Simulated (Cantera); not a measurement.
A freely propagating, adiabatic, planar premixed flame of H₂ : O₂ : N₂ : H₂O = 1 : 0.385 : 1.62 : 0.28 (molar parts), equivalence ratio 1.3, unburnt at 623 K and 220000 Pa; multicomponent transport, grid criteria slope 0.08 and curve 0.16, no radiation.

Cantera simulation using the H2/O2 subset of GRI-Mech 3.0, which has no nitrogen chemistry; the numbers are that mechanism's predictions, not measurements. The hydrogen kinetics of GRI-Mech 3.0 are dated; newer H2 mechanisms differ, most at raised pressure. Burning velocities carry a grid error of a few per cent, more on coarse grids.

Problem. Predict: laminar burning velocity; thermal thickness; peak x(H₂O₂); peak x(O); peak x(H).

Solution. 
| Item | Result |
|---|---|
| laminar burning velocity | 705 cm/s |
| thermal thickness | 0.159 mm |
| peak x(H₂O₂) | 3.73e-5 |
| peak x(O) | 0.00510 |
| peak x(H) | 0.0434 |
